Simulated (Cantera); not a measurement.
## Adiabatic ignition

An adiabatic, constant-volume homogeneous reactor starts with CH3OH : O2 : N2 = 1 : 1 : 3.76 (molar parts), equivalence ratio 1.5, at 1700 K and 12.0 bar.

Cantera simulation using GRI-Mech 3.0 (53 species, 325 reactions); the numbers are that mechanism's predictions, not measurements. GRI-Mech 3.0 was tuned for natural gas; its chemistry of methanol as a main component is partial and can be far from experiment. The pressure lies above the range GRI-Mech 3.0 was tuned for (to about 10 atm). Above 3000 K some thermodynamic fits are extrapolated.

| t (s) | T (K) | P (bar) | x CH3OH | x O2 | x H2O | x CH2 | x NO2 |
|---|---|---|---|---|---|---|---|
| 3.00e-6 | 1781 | 12.9 | 0.136 | 0.153 | 0.0239 | 2.68e-6 | 7.18e-11 |
| 1.01e-5 | 3204 | 27.2 | 1.53e-12 | 0.00350 | 0.214 | 3.91e-11 | 6.07e-7 |
| 3.37e-5 | 3191 | 27.1 | 1.62e-12 | 0.00309 | 0.213 | 3.92e-11 | 1.65e-6 |
| 0.000113 | 3188 | 27.0 | 1.64e-12 | 0.00301 | 0.213 | 3.92e-11 | 1.87e-6 |
| 0.000378 | 3188 | 27.0 | 1.64e-12 | 0.00301 | 0.213 | 3.92e-11 | 1.87e-6 |
| 0.00127 | 3188 | 27.0 | 1.64e-12 | 0.00301 | 0.213 | 3.92e-11 | 1.87e-6 |
| 0.00424 | 3188 | 27.0 | 1.64e-12 | 0.00301 | 0.213 | 3.92e-11 | 1.87e-6 |
| 0.0142 | 3188 | 27.0 | 1.64e-12 | 0.00301 | 0.213 | 3.92e-11 | 1.87e-6 |
| 0.0476 | 3188 | 27.0 | 1.64e-12 | 0.00301 | 0.213 | 3.92e-11 | 1.87e-6 |
| 0.160 | 3188 | 27.0 | 1.64e-12 | 0.00301 | 0.213 | 3.92e-11 | 1.87e-6 |
| 0.535 | 3188 | 27.0 | 1.64e-12 | 0.00301 | 0.213 | 3.92e-11 | 1.87e-6 |
| 1.79 | 3188 | 27.0 | 1.64e-12 | 0.00301 | 0.213 | 3.92e-11 | 1.87e-6 |
| 6.00 | 3188 | 27.0 | 1.64e-12 | 0.00301 | 0.213 | 3.92e-11 | 1.87e-6 |
x: mole fraction; the columns are a selection and need not sum to one.

The time of steepest temperature rise comes out as 3.93 µs, the temperature at 6.00 s is 3188 K and the equilibrium temperature comes out as 3188 K. The x(CH3OH) at 6.00 s is 1.64e-12 (gas-phase equilibrium 1.71e-12) and the x(O2) at 6.00 s comes out as 0.00301 (gas-phase equilibrium 0.00301). The x(H2O) at 6.00 s comes out as 0.213 (gas-phase equilibrium 0.213).
